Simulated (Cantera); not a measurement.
## Equilibrium for boron, boron nitride and boron oxide: B2H6 + NH3 + H2

Feed: 1 mol B2H6, 0.1 mol NH3, 4.9 mol H2, at 0.120 bar.

Method: chemical equilibrium by Gibbs-energy minimisation in Cantera with the NASA 1993 tables (ideal gas, pure condensed phases). Candidate condensed phases: B, BN; 15 gas species. The feed counts by its element totals alone. Mutual solubility and eutectic melting of coexisting phases are not modelled. The tables' values for BH2 are old estimates; treat these amounts as uncertain. Gases not in the tables: B2H6 and higher boranes. The numbers say what is thermodynamically allowed, not how fast it happens.

From 1675 K to 2075 K the condensed part is B(s) + BN(s).

```csv
T (K),x H2,x H,x N2,x BH2,x BH3,x B,x BH,n B(s),n BN(s)
1675,1.000,0.000335,2.96e-6,4.98e-5,4.48e-6,1.71e-9,5.64e-9,1.90,0.1000
1725,0.999,0.000536,8.35e-6,7.44e-5,5.38e-6,5.44e-9,1.39e-8,1.90,0.0999
1775,0.999,0.000835,2.22e-5,0.000109,6.39e-6,1.62e-8,3.26e-8,1.90,0.0996
1825,0.999,0.00127,5.59e-5,0.000155,7.51e-6,4.54e-8,7.29e-8,1.90,0.0991
1875,0.998,0.00189,0.000134,0.000217,8.75e-6,1.20e-7,1.56e-7,1.90,0.0978
1925,0.997,0.00276,0.000306,0.000298,1.01e-5,3.03e-7,3.20e-7,1.90,0.0951
1975,0.995,0.00394,0.000672,0.000403,1.15e-5,7.29e-7,6.33e-7,1.91,0.0891
2025,0.992,0.00553,0.00142,0.000535,1.31e-5,1.68e-6,1.21e-6,1.92,0.0771
2075,0.989,0.00765,0.00288,0.000701,1.47e-5,3.70e-6,2.24e-6,1.94,0.0532
```
x: gas mole fraction; n: condensed amount in mol.
